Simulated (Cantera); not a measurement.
A diamond (100) surface in a fixed gas of H2 with x(CH4) = 0.0087, x(H) = 0.0004, x(CH3) = 0.00029, 18.8 Torr; coverages are run to steady state.

Cantera simulation using the Harris–Goodwin 1993 mechanism for the reconstructed diamond (100) surface; the numbers are that mechanism's predictions, not measurements.

One state of this run: growth (µm/h) = 0.0598; θ c6HH = 0.497; θ c6H* = 0.0479; θ c6*H = 0.438; θ c6** = 0.0165; θ c6HM = 2.85e-5. θ: site fractions in the mechanism's names (c6HH fully hydrogenated, c6H* and c6*H radical sites, c6** diradical, c6HM methylated).

Task: Which value of T (K) does it belong to?
A) 1400
B) 1025
C) 1175
D) 950

Result: A, 1400
